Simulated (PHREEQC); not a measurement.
Solution (25 °C): 0.0037 mol/kgw NH4HS, 0.0023 mol/kgw NaHCO3 and 0.00033 mol/kgw FeCl2. Closed to the air; pH follows from the charge balance.

All values are PHREEQC results (ion-association model, phreeqc.dat), not measurements.

| quantity | before | after |
|---|---|---|
| pH | 8.07 | 8.04 |
| ionic strength (mol/kgw) | 0.00580 | 0.00350 |
| NH4+ (mol/kgw) | 0.00349 | 0.00350 |
| HS- (mol/kgw) | 0.00277 | 0.00276 |
| Fe(HS)2 (mol/kgw) | 0.000253 | 0.000254 |
| NH3 (mol/kgw) | 0.000213 | 0.000205 |

Question: Which change was made?
(A) NaHCO3 left out
(B) diluted 100-fold with water
(C) diluted 10-fold with water
(D) NaHCO3 from 0.0023 to 0.0115 mol/kgw
(E) temperature from 25 to 45 °C

Answer: A, NaHCO3 left out

Precipitation was switched off in this run. Some of these states are supersaturated (in Mackinawite, FeS(ppt), for instance).
